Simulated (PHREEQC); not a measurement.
Dissolve 0.013 mol Cu(NO3)2, 0.033 mol HBF4 and 1.7 mol NaCl per kg of water at 50 °C. Closed to the air; pH follows from the charge balance.

All values are PHREEQC results (ion-association model, phreeqc.dat), not measurements.

No solid was allowed to form.

Problem. Order these F species by the share of F that they hold, largest first: F-, BF3OH-, HF, BF2(OH)2-, BF4-.

Solution. BF4- (89 %), HF (7.1 %), BF3OH- (2.7 %), BF2(OH)2- (0.41 %), F- (0.37 %)

Problem. Order these B species by the share of B that they hold, largest first: H3BO3, BF2(OH)2-, BF3OH-, BF4-.

Solution. BF4- (89 %), H3BO3 (6.2 %), BF3OH- (3.7 %), BF2(OH)2- (0.82 %)

The pH is 1.64 and the ionic strength 1.75 mol/kgw. The ionic strength is past about 0.7 mol/kgw, beyond the range of this activity model, so the values are rough. Away from 25 °C the constants follow the database's enthalpies or fits; those with neither stay at their 25 °C values. Real BF4- forms and hydrolyses slowly; the run takes it at equilibrium.
